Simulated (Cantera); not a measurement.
Input: 1 mol Fe, 0.16 mol H2S, 14 mol H2, held at 600 Torr.

Cantera equilibrium calculation (NASA polynomials, part measured and part estimated; ideal gas, pure solids and liquids). Candidate condensed phases: Fe, FeS, FeS2, S; 8 gas species. Metal and sulfide melt together well below either melting point, which pure phases cannot show. Mutual solubility and eutectic melting of coexisting phases are not modelled. FeS: taken at fixed stoichiometry. The numbers say what is thermodynamically allowed, not how fast it happens.

log p: log10 of the partial pressure in bar; n: condensed amount in mol.

```tsv
T (°C)	log p H2	log p H2S	log p H	log p SH	log p Fe	log p S2	log p S	n Fe(γ)	n FeS(s)	n Fe(δ)	n Fe(l)
1052	-0.10	-2.20	-5.84	-5.26	-8.66	-6.15	-8.46	0.952	0.0479	0	0
1127	-0.10	-2.06	___	___	___	___	___	0.994	___	0	0
1202	-0.10	-2.05	-4.94	-4.44	-7.06	-5.12	-7.08	1.000	0	0	0
1277	-0.10	-2.05	-4.55	-4.16	-6.38	-4.81	-6.55	1.000	0	0	0
1352	-0.10	-2.05	-4.20	-3.91	-5.76	-4.54	-6.08	1.000	0	0	0
1427	-0.10	-2.06	-3.88	-3.68	-5.20	-4.29	-5.65	0	0	1.000	0
1502	-0.10	-2.07	-3.59	-3.48	-4.69	-4.08	-5.26	0	0	1.000	0
1577	-0.10	-2.08	-3.32	-3.30	-4.23	-3.89	-4.90	0	0	0	0.999
1652	-0.10	-2.10	___	___	___	___	___	0	0	0	0.997
1727	-0.10	-2.13	-2.84	-2.99	-3.44	-3.59	-4.29	0	0	0	0.994
```

Q: Fill in the missing entries.

A: 
- 1652, log p H: -3.07
- 1652, log p SH: -3.14
- 1652, log p Fe: -3.82
- 1652, log p S2: -3.73
- 1652, log p S: -4.58
- 1127, log p H: -5.36
- 1127, log p SH: -4.77
- 1127, log p Fe: -7.81
- 1127, log p S2: -5.49
- 1127, log p S: -7.68
- 1127, n FeS(s): 0.00588
